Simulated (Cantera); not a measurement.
Input: 1 mol MgO, 1.3 mol H2S, 0.062 mol H2O, held at 1598.15 K and 0.920 bar.

Cantera equilibrium calculation (NASA polynomials, part measured and part estimated; ideal gas, pure solids and liquids). Mutual solubility and eutectic melting of coexisting phases are not modelled. Equilibrium is a limit: real reactors are often held back by kinetics, nucleation or transport.

```tsv
species	before	after
H2S	0.363	0.935
H2O	0.0672	0.0452
H2	0.377	0.0132
S2	0.187	0.00659
SO	8.18e-5	1.06e-9
S	5.34e-5	<1e-9
H	3.41e-5	<1e-9
SH	0.00619	1.57e-6
SO2	6.09e-5	5.36e-7
S2O	0.000106	1.05e-6
MgO(s), mol	0.949	1.00
MgS(s), mol	0.0515	0
```
Gas species are given as mole fractions.

**Question.** Which change was made?
(A) temperature from 1598.15 K to 1350 K
(B) temperature from 1598.15 K to 1023.15 K
(C) temperature from 1598.15 K to 850 K
(D) temperature from 1598.15 K to 1500 K

**Answer.** C, temperature from 1598.15 K to 850 K. Gases not in the tables: S3 to S7
